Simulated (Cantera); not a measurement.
A closed system holds: 1 mol MgO, 0.76 mol CO, at 0.00133 bar.

These are equilibrium values from Cantera (NASA tables, ideal gas, pure condensed phases), not measurements of a reactor. Candidate condensed phases: C, Mg, MgCO3, MgO; 15 gas species. The numbers say what is thermodynamically allowed, not how fast it happens.

log p: log10 of the partial pressure in bar; n: condensed amount in mol.

| T (K) | log p CO | log p Mg | log p CO2 | log p O | n C(graphite) | n MgO(s) |
|---|---|---|---|---|---|---|
| 975 | -2.88 | <-14 | -5.77 | <-14 | 0.000970 | 1.00 |
| 1075 | -2.88 | -11.95 | -6.62 | <-14 | 0.000138 | 1.00 |
| 1175 | -2.88 | … | … | <-14 | 0 | 1.00 |
| 1275 | -2.88 | -7.54 | -7.54 | <-14 | 0 | 1.000 |
| 1375 | -2.88 | -6.86 | -6.86 | <-14 | 0 | 1.000 |
| 1475 | -2.88 | -6.28 | -6.28 | -14.42 | 0 | 1.000 |
| 1575 | -2.88 | -5.77 | -5.77 | -12.71 | 0 | 0.999 |
| 1675 | -2.88 | -5.32 | -5.32 | -11.20 | 0 | 0.997 |
| 1775 | -2.88 | -4.93 | -4.93 | -9.86 | 0 | 0.993 |
| 1875 | -2.89 | … | … | … | 0 | 0.985 |
| 1975 | -2.91 | -4.27 | -4.27 | -7.59 | 0 | 0.968 |
| 2075 | -2.95 | -4.00 | -4.00 | -6.61 | 0 | 0.938 |
| 2175 | -3.00 | -3.77 | -3.78 | -5.70 | 0 | 0.887 |

**Question.** Complete the blanks.

**Answer.** 
- 1875, log p Mg: -4.58
- 1875, log p CO2: -4.58
- 1875, log p O: -8.67
- 1175, log p Mg: -9.36
- 1175, log p CO2: -7.32
